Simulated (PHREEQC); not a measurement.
Dissolve 0.41 mol H2SO4, 0.75 mol MgSO4 and 0.6 mol NaCl per kg of water at 25 °C. Closed to the air; pH follows from the charge balance.

Equilibrium calculation in PHREEQC: Pitzer model, pitzer.dat.

No solid was allowed to form.

**Question.** What pH does the model give?

**Answer.** pH 0.48.

**Question.** In which forms is S present?

**Answer.** SO4-2 56 %, HSO4- 44 % of the S.

In brines, pH and single-ion activities rest on the MacInnes convention.
